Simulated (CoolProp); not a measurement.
Acetone along the isotherm 550 K: fugacity coefficient from the reference equation and from simpler models built on Tc = 508.1 K, pc = 4.692 MPa, ω = 0.307; each cubic takes its own stable root.

Computed with CoolProp (reference Helmholtz-energy equation of state, Lemmon 2006). It is a short technical equation, of lower accuracy than the large ones.

```tsv
p (MPa)	phase	reference
1.68	gas	0.8967
3.35	gas	0.8007
5.03	supercritical	0.7100
6.7	supercritical	0.6242
8.38	supercritical	0.5438
10.1	supercritical	0.4795
11.7	supercritical	0.4351
13.4	supercritical	0.3992
15.1	supercritical	0.3714
16.8	supercritical	0.3494
18.4	supercritical	0.3327
20.1	supercritical	0.3180
21.8	supercritical	0.3059
23.5	supercritical	0.2959
```

How far does each simpler model (van der Waals, Soave-Redlich-Kwong, Peng-Robinson) lie from the reference over these 14 states: mean and median of the absolute difference, and the worst?


- van der Waals: mean 12.2 %, median 10.4 %, worst +28.0 % at 550 K and 23.5 MPa
- Soave-Redlich-Kwong: mean 12.9 %, median 13.5 %, worst +23.8 % at 550 K and 23.5 MPa
- Peng-Robinson: mean 6.0 %, median 6.4 %, worst +12.2 % at 550 K and 23.5 MPa
